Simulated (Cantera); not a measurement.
Mixture: CH₄ : H₂ : O₂ : N₂ : CO₂ = 1 : 0.11 : 2.06 : 7.73 : 2.1 (molar parts), at 8250 Torr, adiabatic and at constant volume. Ignition delay is the time to a rise of 400 K.

Cantera simulation using GRI-Mech 3.0 (53 species, 325 reactions); the numbers are that mechanism's predictions, not measurements. Below about 1000 K GRI-Mech 3.0 lacks low-temperature oxidation paths. Below about 950 K walls govern HO2 and H2O2 in real vessels.

Task: Predict: delay at 873 K; delay at 1023 K; delay at 1173 K; delay at 1323 K; apparent activation energy between 1248 and 1398 K.

Result: 
| Property | Value |
|---|---|
| delay at 873 K | 0.379 s |
| delay at 1023 K | 12.6 ms |
| delay at 1173 K | 1.93 ms |
| delay at 1323 K | 0.543 ms |
| apparent activation energy between 1248 and 1398 K | 120 kJ/mol |
